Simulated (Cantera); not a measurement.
A Cantera script and what it prints.

```python
import numpy as np
import cantera as ct

gas_names = """
    CL CL2 H HCL H2 Si SiCL SiCL2 SiCL3 SiCL4 SiH SiHCL3 SiH2 SiH2CL2 SiH3 SiH3CL SiH4 Si2 Si3
""".split()
cond_names = """
    Si(cr) Si(L)
""".split()


# ... load() reads the species with a 1 bar reference pressure and builds the phases ...
atoms = {
    'SiCl4': {'Si': 1, 'CL': 4},
    'HCl': {'H': 1, 'CL': 1},
    'H2': {'H': 2},
}
top_T = {}  # K; cautious upper limits of use, not melting points


# ... equilibrate(T, P, feed) seeds the gas with the atoms and calls Mixture.equilibrate('TP', solver="vcs", rtol=1e-11, max_steps=5000) ...
results = []
feed = {'SiCl4': 1, 'HCl': 2.6, 'H2': 8}  # mol
T = 1548  # K
P = 13332.2  # Pa
mix = equilibrate(T, P, feed)
results.append((T, P, feed, dict(zip(mix.species_names, mix.species_moles))))
x = sorted(zip(gas.X, gas.species_names), reverse=True)
print(f"T = {T:g} K  P = {P:g} Pa  gas = {mix.phase_moles(0):.4g} mol")
print("   x: " + "  ".join(f"{s} {v:.3e}" for v, s in x if v > 1e-05))
print("   condensed (mol): " + ("  ".join(f"{mix.phase(i).name} {mix.phase_moles(i):.4g}"
      for i in range(1, mix.n_phases) if mix.phase_moles(i) > 1e-12) or "none"))
```

Result:

```
T = 1548 K  P = 13332.2 Pa  gas = 12.32 mol
   x: H2 5.875e-01  HCL 3.312e-01  SiCL2 5.126e-02  SiCL3 1.494e-02  SiCL4 1.219e-02  SiHCL3 2.642e-03  SiH2CL2 9.326e-05  H 6.464e-05  CL 2.910e-05
   condensed (mol): none
```

Equilibrium computed with Cantera from the NASA thermochemical tables; the gas is ideal and each condensed phase is pure. The tables' values for SiCl3 are old estimates; treat these amounts as uncertain.
